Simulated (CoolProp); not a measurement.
A closed Brayton cycle with dry air: compressor inlet 307.15 K and 7.2 MPa, high pressure 17.2 MPa, turbine inlet 865 K, compressor efficiency 0.85, turbine efficiency 0.85, recuperator effectiveness 0.9 (on enthalpy, no pinch check). Each further row changes one setting.

Values from CoolProp's reference Helmholtz-energy equation of state, Lemmon 2000. It is a pseudo-pure fit of the blend.

| case | thermal efficiency (%) | net work (kJ/kg) | compressor to turbine work | compressor exit (K) | turbine exit (K) |
|---|---|---|---|---|---|
| as stated | 31.3 | 65.9 | 0.62 | 410.4 | 714.9 |
| turbine inlet 815 K | 28.6 | 56.0 | 0.65 | 410.4 | 672.1 |
| compressor inlet 317.15 K | 29.8 | 62.1 | 0.64 | 423.7 | 714.9 |
| high pressure 14.6 MPa | 31.6 | 58.6 | 0.59 | 389.0 | 740.9 |
| recuperator effectiveness 0.5 | 19.3 | 65.9 | 0.62 | 410.4 | 714.9 |
